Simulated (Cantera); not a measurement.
A perfectly stirred reactor is fed with NH3 : N2 = 1 : 0.25 (molar parts), at 101000 Pa; it is held at 1823 K, and followed from long to short residence time.

Model: the gas-phase N/H chemistry of the illustrative SiF4/NH3 mechanism in the Surface Chemkin manual (1991), integrated in Cantera. Walls and surfaces, which speed up NH3 decomposition in real reactors, are not modelled.

Problem. Predict: x(NH3) at τ = 16.0 s; x(NH) at τ = 16.0 s; x(N2H2) at τ = 16.0 s; x(N) at τ = 16.0 s; x(H) at τ = 16.0 s; x(NH3) at τ = 0.280 s; x(NH) at τ = 0.280 s; x(N2H2) at τ = 0.280 s; x(N) at τ = 0.280 s; x(H) at τ = 0.280 s.

Solution. x(NH3) at τ = 16.0 s: 0.0290
x(NH) at τ = 16.0 s: 7.00e-7
x(N2H2) at τ = 16.0 s: 1.66e-8
x(N) at τ = 16.0 s: 5.92e-8
x(H) at τ = 16.0 s: 0.000284
x(NH3) at τ = 0.280 s: 0.365
x(NH) at τ = 0.280 s: 2.58e-6
x(N2H2) at τ = 0.280 s: 7.09e-7
x(N) at τ = 0.280 s: 1.12e-7
x(H) at τ = 0.280 s: 8.92e-5
